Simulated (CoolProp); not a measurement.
Vapour-liquid equilibrium of methanol (1) + ethanol (2) at 20.6 bar; x and y are mole fractions of (1).

The numbers come from the multi-fluid Helmholtz-energy mixture model, de Reuck 1993 and Schroeder 2014; pair parameters Bell 2016 in CoolProp.

```tsv
x	bubble temperature, mixture model (°C)	bubble temperature, Raoult's law (°C)	y, mixture model	y, Raoult's law
0.05	181.0	181.0	0.062	0.067
0.15	179.4	179.3	0.180	0.195
0.25	177.9	177.7	0.293	0.314
0.35	176.5	176.1	0.400	0.426
0.45	175.1	174.6	0.503	0.530
0.55	173.7	173.1	0.603	0.628
0.65	172.3	171.7	0.699	0.720
0.75	170.8	170.3	0.792	0.806
0.85	169.3	169.0	0.879	0.887
0.95	167.8	167.7	0.961	0.963
```

The largest gap from Raoult's law is +0.6 K in bubble temperature, at x = 0.65. No azeotrope shows between x = 0.05 and 0.95.

Pair parameters are fitted to limited data, so mixtures are less certain than the pure fluids.
